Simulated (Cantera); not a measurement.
Input: 1 mol PbI₂, 47 mol H₂, at 10000 Pa.

Cantera equilibrium calculation (NASA polynomials, part measured and part estimated; ideal gas, pure solids and liquids). Candidate condensed phases: I₂, Pb, PbI₂; 10 gas species. Equilibrium is a limit: real reactors are often held back by kinetics, nucleation or transport.

Which condensed phases are stable at each of these points (T (K)): 975, 1050, 1125, 1200, 1275, 1350, 1425?


```tsv
T (K)	condensed phases	Pb condensed (%)
975	Pb(l)	22.0
1050	Pb(l)	5.2
1125	gas only	0.0
1200	gas only	0.0
1275	gas only	0.0
1350	gas only	0.0
1425	gas only	0.0
```

From 975 K to 1050 K the condensed part is Pb(l). From 1125 K to 1425 K nothing is condensed.
